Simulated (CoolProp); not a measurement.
Vapour-liquid equilibrium of isobutane (1) + isobutene (2) at -43.15 °C; x and y are mole fractions of (1).

Model: multi-fluid Helmholtz-energy mixture model, Bücker 2006 and Lemmon 2005; pair parameters Bell 2016, in CoolProp.

```
x      bubble pressure (MPa)  y at the bubble point  dew pressure at overall composition x (MPa)  liquid density (mol/L)
-----  ---------------------  ---------------------  -------------------------------------------  ----------------------
0.05                 0.01935                  0.068                                      0.01925                   11.81
0.125                0.01989                  0.164                                      0.01967                   11.72
0.2                  0.02040                  0.252                                      0.02010                   11.64
0.275                0.02088                  0.335                                      0.02053                   11.55
0.35                 0.02133                  0.414                                      0.02096                   11.47
0.425                0.02175                  0.489                                      0.02139                   11.39
0.5                  0.02216                  0.561                                      0.02182                   11.30
0.575                0.02254                  0.630                                      0.02224                   11.22
0.65                 0.02290                  0.698                                      0.02265                   11.15
0.725                0.02325                  0.764                                      0.02305                   11.07
0.8                  0.02358                  0.829                                      0.02343                   10.99
0.875                0.02390                  0.894                                      0.02380                   10.92
0.95                 0.02419                  0.958                                      0.02416                   10.84
```

No azeotrope shows between x = 0.05 and 0.95.

The pair parameters rest on a limited set of measurements; away from them the model extrapolates.
